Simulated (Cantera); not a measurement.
Input (Python, Cantera):

```python
import numpy as np
import cantera as ct

gas = ct.Solution("gri30.yaml")
gas.TPX = 1200, 23000, {'N2O': 1, 'O2': 0.13}
reactor = ct.IdealGasConstPressureReactor(gas, energy="off", clone=False)
net = ct.ReactorNet([reactor])
net.rtol, net.atol = 1e-08, 1e-18
show = ['N2O', 'O2', 'O', 'NO', 'NO2', 'N2']
times = np.geomspace(0.0005, 100, 10)

steps = ct.SolutionArray(gas, extra=["t"])
rows = []
print(f"{'t/s':>10s}{'T/K':>9s}{'P/Pa':>11s}" + "".join(f"{s:>11s}" for s in show))
for t in times:
    while net.time < t:
        t_next = net.step()
        steps.append(gas.state, t=t_next)
    rows.append([np.interp(t, steps.t, y) for y in (steps.T, steps.P, *steps(*show).X.T)])
    print(f"{t:10.3e}{rows[-1][0]:9.1f}{rows[-1][1]:11.4g}" + "".join(f"{x:11.3e}" for x in rows[-1][2:]))
rate = np.gradient(steps.T, steps.t)
print("integrator steps:", len(steps.t))
if steps.T.max() > steps.T[0] + 200:
    print(f"time of steepest temperature rise: {steps.t[rate.argmax()]:.4e} s")
gas.TPX = 1200, 23000, {'N2O': 1, 'O2': 0.13}
gas.equilibrate("TP")
print(f"equilibrium (TP): T = {gas.T:.1f} K  " + "  ".join(f"{s} {gas[s].X[0]:.3e}" for s in show))
```

Result:

```
       t/s      T/K       P/Pa        N2O         O2          O         NO        NO2         N2
 5.000e-04   1200.0    2.3e+04  8.849e-01  1.151e-01  1.808e-06  6.122e-06  6.817e-11  5.711e-05
 1.941e-03   1200.0    2.3e+04  8.846e-01  1.151e-01  1.808e-06  2.485e-05  1.114e-09  2.263e-04
 7.533e-03   1200.0    2.3e+04  8.836e-01  1.154e-01  1.807e-06  9.746e-05  1.659e-08  8.823e-04
 2.924e-02   1200.0    2.3e+04  8.797e-01  1.165e-01  1.807e-06  3.781e-04  2.216e-07  3.419e-03
 1.135e-01   1200.0    2.3e+04  8.650e-01  1.204e-01  1.804e-06  1.450e-03  2.196e-06  1.313e-02
 4.405e-01   1200.0    2.3e+04  8.107e-01  1.351e-01  1.793e-06  5.379e-03  1.244e-05  4.880e-02
 1.710e+00   1200.0    2.3e+04  6.382e-01  1.818e-01  1.745e-06  1.776e-02  4.590e-05  1.622e-01
 6.637e+00   1200.0    2.3e+04  2.867e-01  2.775e-01  1.516e-06  4.198e-02  1.142e-04  3.937e-01
 2.576e+01   1200.0    2.3e+04  3.176e-02  3.488e-01  5.520e-07  5.559e-02  1.731e-04  5.637e-01
 1.000e+02   1200.0    2.3e+04  1.205e-04  3.584e-01  3.360e-08  5.528e-02  5.565e-04  5.857e-01
integrator steps: 1033
equilibrium (TP): T = 1200.0 K  N2O 6.976e-09  O2 3.864e-01  O 3.269e-08  NO 2.353e-04  NO2 2.578e-06  N2 6.134e-01
```

Detailed kinetics in Cantera: GRI-Mech 3.0 (53 species, 325 reactions). GRI-Mech 3.0 was tuned for natural gas; its chemistry of N2O as a main component is partial and can be far from experiment. The mechanism lacks the step 2 NO + O2 → 2 NO2, which can matter for NO2 below about 1400 K. The temperature is held fixed by assumption; the heat of reaction is taken as removed at once.
